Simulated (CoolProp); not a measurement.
A Linde-Hampson liquefier for normal hydrogen: isothermal reversible compression at 280 K from 1 atm to 20 MPa, throttling to 1 atm, return gas leaving the recuperator 5 K below the feed. Each further row changes one setting.

Model: reference Helmholtz-energy equation of state, Leachman 2009, in CoolProp.

```json
[
 {"case": "as stated", "compression work (kJ/kg of gas)": "6250"},
 {"case": "high pressure 40 MPa", "compression work (kJ/kg of gas)": "7200"},
 {"case": "warm-end temperature 310 K", "compression work (kJ/kg of gas)": "6910"},
 {"case": "warm-end gap 10 K", "compression work (kJ/kg of gas)": "6250"}
]
```
